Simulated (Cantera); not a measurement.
## SiH₄ + NH₃ + N₂ (silicon nitride deposition)

Input: 1 mol SiH₄, 0.32 mol NH₃, 20 mol N₂, at 1102 °C and 74.0 Pa.

Method: chemical equilibrium by Gibbs-energy minimisation in Cantera with the NASA 1993 tables (ideal gas, pure condensed phases). Candidate condensed phases: Si, Si₃N₄; 18 gas species. Equilibrium is a limit: real reactors are often held back by kinetics, nucleation or transport.

```json
{
 "x(N₂)": "0.887",
 "x(H₂)": "0.113",
 "x(H)": "4.23e-5",
 "n(Si₃N₄(s))": "0.333 mol",
 "gas_amount": "21.97 mol",
 "log10 activity of Si(s) (absent)": "-1.54"
}
```
